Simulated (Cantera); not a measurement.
A Cantera script and what it prints.

```python
import numpy as np
import cantera as ct

gas_names = """
    H HO2 H2 H2O H2O2 K KH KO KOH K2 K2O2H2 O OH O2 O3
""".split()
cond_names = """
    H2O(s) H2O(L) K(cr) K(L) KOH(a) KOH(b) KOH(L) KO2(s) K2O(s) K2O2(s)
""".split()


# ... load() reads the species with a 1 bar reference pressure and builds the phases ...
atoms = {
    'KOH': {'K': 1, 'O': 1, 'H': 1},
    'H2O': {'H': 2, 'O': 1},
    'H2': {'H': 2},
}
top_T = {'KO2(s)': 780, 'K2O(s)': 1000, 'K2O2(s)': 760}  # K; cautious upper limits of use, not melting points


# ... equilibrate(T, P, feed) seeds the gas with the atoms and calls Mixture.equilibrate('TP', solver="vcs", rtol=1e-11, max_steps=5000) ...
results = []
feed = {'KOH': 1, 'H2O': 0.11, 'H2': 0.013}  # mol
P = 13332.2  # Pa
for T in [1325, 1400, 1475, 1550, 1625, 1700, 1775]:
    mix = equilibrate(T, P, feed)
    results.append((T, P, feed, dict(zip(mix.species_names, mix.species_moles))))

top = {s: max(r[3][s] / sum(r[3][g] for g in gas_names) for r in results) for s in gas_names}
cols = sorted((s for s in top if top[s] > 1e-06), key=lambda s: -top[s])[:9]
seen = [c for c in cond_names if any(r[3].get(c, 0) > 1e-12 for r in results)]
print("log10 of partial pressures in bar; condensed amounts in mol")
print(f"{'T/K':>10s}" + "".join(f"{s[:9]:>10s}" for s in cols + seen))
for T, P, feed, n in results:
    ng = sum(n[g] for g in gas_names)
    print(f"{T:10.4g}" + "".join(f"{np.log10(max(n[s] / ng * P / 1e5, 1e-99)):10.3f}" for s in cols)
          + "".join(f"{n.get(c, 0):10.4g}" for c in seen))
```

It prints:

```
log10 of partial pressures in bar; condensed amounts in mol
       T/K       KOH       H2O         K    K2O2H2        O2        KO        OH        H2         O    KOH(L)
      1325    -0.969    -1.741    -2.468    -2.360    -8.388    -7.233    -7.154    -4.420   -10.754    0.1076
      1400    -0.950    -1.791    -2.512    -2.730    -6.381    -6.312    -6.333    -4.946    -9.215         0
      1475    -0.946    -1.794    -2.507    -3.087    -4.899    -5.598    -5.655    -5.215    -7.992         0
      1550    -0.947    -1.789    -2.440    -3.419    -3.845    -5.035    -5.110    -5.309    -7.029         0
      1625    -0.956    -1.774    -2.292    -3.735    -3.290    -4.637    -4.710    -5.181    -6.356         0
      1700    -0.972    -1.750    -2.127    -4.038    -2.957    -4.331    -4.384    -4.968    -5.828         0
      1775    -0.994    -1.719    -1.972    -4.331    -2.721    -4.080    -4.098    -4.729    -5.379         0
```

Equilibrium computed with Cantera from the NASA thermochemical tables; the gas is ideal and each condensed phase is pure.
